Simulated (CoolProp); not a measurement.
A single-stage vapour-compression cycle with R227EA: evaporating at 274.15 K (dew point), condensing at 325.15 K (bubble point), superheat 2 K, subcooling 2 K, compressor efficiency 0.75, no pressure losses. Each further row changes one setting.

Values from CoolProp's reference Helmholtz-energy equation of state, Lemmon 2016.

```tsv
case	cooling COP	pressure ratio	discharge temperature (K)	refrigerating effect (kJ/kg)	volumetric capacity (kJ/m³)
as stated	2.69	4.76	325.2	67.4	1100
evaporating temperature 279.15 K	3.18	3.97	325.2	70.6	1370
condensing temperature 320.15 K	3.19	4.18	320.1	73.7	1200
subcooling 7 K	2.95	4.76	325.2	73.7	1200
superheat 12 K	2.83	4.76	330.5	75.5	1170
compressor efficiency 0.65	2.34	4.76	325.2	67.4	1100
```

The compression ends wet for: as stated; evaporating temperature 279.15 K; condensing temperature 320.15 K; subcooling 7 K; compressor efficiency 0.65.
